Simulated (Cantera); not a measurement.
Premixed flame

A freely propagating, adiabatic, planar premixed flame of 24.4 % H2, 15.8 % O2, 59.5 % N2, 0.317 % H2O, equivalence ratio 0.77, unburnt at 350 K and 100000 Pa; mixture-averaged transport, grid criteria slope 0.08 and curve 0.16, no radiation.

Detailed kinetics in Cantera: the H2/O2 subset of GRI-Mech 3.0, which has no nitrogen chemistry. Burning velocities carry a grid error of a few per cent, more on coarse grids.

```
z (mm)   T (K)  u (m/s)     x H2    x O2      x OH     x HO2   x H2O2      x H
-------  -----  -------  -------  ------  --------  --------  -------  -------
-1.06      350     2.01    0.244   0.158     <1e-8     <1e-8    <1e-8    <1e-8
-0.710     350     2.01    0.244   0.158     <1e-8     <1e-8    <1e-8    <1e-8
-0.532     350     2.01    0.243   0.158     <1e-8   2.39e-8    <1e-8    <1e-8
-0.355     351     2.01    0.242   0.159     <1e-8   5.97e-7  1.03e-7    <1e-8
-0.177     387     2.17    0.223   0.162   1.14e-5  0.000129  2.07e-5  2.39e-6
-0.0887    671     3.63    0.177   0.157  0.000821  0.000345  8.30e-5  0.00163
0         1099     5.79    0.108   0.126   0.00202  0.000136  1.75e-5   0.0122
0.0887    1402     7.33   0.0503  0.0832   0.00598   6.96e-5  5.22e-6   0.0222
0.177     1571     8.18   0.0268  0.0610   0.00944   4.32e-5  2.89e-6   0.0226
0.355     1739     8.99   0.0182  0.0514    0.0120   2.76e-5  1.38e-6   0.0158
0.710     1887     9.68   0.0138  0.0476    0.0124   1.74e-5  7.06e-7  0.00861
1.42      2002     10.2  0.00879  0.0451    0.0110   9.97e-6  4.16e-7  0.00374
2.84      2079     10.5  0.00464  0.0438   0.00859   5.37e-6  2.69e-7  0.00130
```
x: mole fraction of selected species; z is measured from the peak of heat release.

- laminar burning velocity = 201 cm/s
- thermal thickness = 0.355 mm
- peak x(OH) = 0.0125
- peak x(HO2) = 0.000447
- peak x(H2O2) = 8.61e-5
- peak x(H) = 0.0233
